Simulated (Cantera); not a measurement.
Charge: 1 mol CH3F, 8.1 mol H2, equilibrated at 2300 Pa.

These are equilibrium values from Cantera (NASA tables, ideal gas, pure condensed phases), not measurements of a reactor. Candidate condensed phases: C, C6H6, C7H8, C8H18; 95 gas species. Rates play no part.

At 1852 °C, list the 4 most abundant gas species with their mole fractions, and the condensed phases.

H2 0.878, HF 0.0979, H 0.0224, C2H2 (acetylene) 0.00147. Condensed: C(graphite).
